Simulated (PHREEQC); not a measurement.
Dissolve 0.00066 mol/kgw MgCl2, 0.000128 mol/kgw NaHCO3 and 0.022 mol/kgw KCl at 25 °C. Closed to the air; pH follows from the charge balance.

The numbers come from PHREEQC with the Pitzer model, pitzer.dat.

Question: The ionic strength comes out as 0.0241 mol/kgw. What activity coefficients do Na+, HCO3-, OH-, Cl-, Mg+2 get?

Answer: Na+ 0.86, HCO3- 0.86, OH- 0.86, Cl- 0.86, Mg+2 0.55. Single-ion values are on the MacInnes scale.

This is a speciation only: nothing precipitates in the calculation. Complexes and solids missing from the database can't appear.
